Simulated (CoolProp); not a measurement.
A closed Brayton cycle with carbon dioxide: compressor inlet 305.15 K and 7.8 MPa, high pressure 18.3 MPa, turbine inlet 915 K, compressor efficiency 0.85, turbine efficiency 0.9, recuperator effectiveness 0.9 (on enthalpy, no pinch check). Each further row changes one setting.

Model: reference Helmholtz-energy equation of state, Span 1996, in CoolProp.

```tsv
case	thermal efficiency (%)	net work (kJ/kg)	compressor to turbine work	compressor exit (K)	turbine exit (K)
as stated	…	108	0.14	329.5	806.1
turbine inlet 865 K	…	101	…	329.5	…
compressor inlet 315.15 K	35.2	…	0.30	…	806.1
high pressure 15.6 MPa	30.9	90.3	…	…	825.9
recuperator effectiveness 0.5	19.8	108	0.14	329.5	806.1
```

Complete the blanks.


- as stated, thermal efficiency (%): 34.1
- turbine inlet 865 K, thermal efficiency (%): 33.1
- turbine inlet 865 K, compressor to turbine work: 0.15
- turbine inlet 865 K, turbine exit (K): 759.9
- compressor inlet 315.15 K, net work (kJ/kg): 88.7
- compressor inlet 315.15 K, compressor exit (K): 381.5
- high pressure 15.6 MPa, compressor to turbine work: 0.13
- high pressure 15.6 MPa, compressor exit (K): 324.5
